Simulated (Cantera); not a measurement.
A Cantera script and what it prints.

```python
import numpy as np
import cantera as ct

gas_names = """
    H B2O3 OH
""".split()
cond_names = """
    B(b) B(L)
""".split()


# ... load() reads the species with a 1 bar reference pressure and builds the phases ...
species = {s.name: s for s in load("nasa_gas.yaml", gas_names) + load("nasa_condensed.yaml", cond_names)}
# Each term lists the table entries of one substance; the one whose range holds T is used.
reactions = {
    '3 H(g) + B2O3(g) = 3 OH(g) + 2 B':
        [(-3, ['H']), (-1, ['B2O3']), (3, ['OH']), (2, ['B(b)', 'B(L)'])],
}


def pick(names, T):
    return next(species[n] for n in names if species[n].thermo.min_temp <= T <= species[n].thermo.max_temp)


results = []
for label, terms in reactions.items():
    print(label)
    print("     T/K   dH/kJ  dS/(J/K)   dG/kJ   log10 K")
    for T in [1325, 1400, 1475, 1550, 1625, 1700, 1775, 1850, 1925, 2000]:
        used = [(nu, pick(names, T)) for nu, names in terms]
        dH = sum(nu * s.thermo.h(T) for nu, s in used) / 1e6
        dS = sum(nu * s.thermo.s(T) for nu, s in used) / 1e3
        dG = dH - T * dS / 1e3
        logK = -dG * 1e6 / (ct.gas_constant * T * np.log(10))
        results.append((label, T, dH, dS, dG, logK, [s.name for _, s in used]))
        print(f"{T:8g} {dH:8.1f} {dS:8.1f} {dG:8.1f} {logK:8.2f}")
```

Result:

```
3 H(g) + B2O3(g) = 3 OH(g) + 2 B
     T/K   dH/kJ  dS/(J/K)   dG/kJ   log10 K
    1325    283.5    -89.6    402.3   -15.86
    1400    282.7    -90.3    409.0   -15.26
    1475    281.9    -90.8    415.8   -14.73
    1550    281.2    -91.3    422.7   -14.24
    1625    280.5    -91.7    429.5   -13.81
    1700    279.9    -92.0    436.4   -13.41
    1775    279.4    -92.3    443.3   -13.05
    1850    279.0    -92.6    450.3   -12.71
    1925    278.6    -92.8    457.2   -12.41
    2000    278.3    -93.0    464.2   -12.12
```

Cantera with NASA thermochemical tables; ideal gases at 1 bar, condensed phases pure. Condensed species are held in their standard states even where they would react or evaporate.
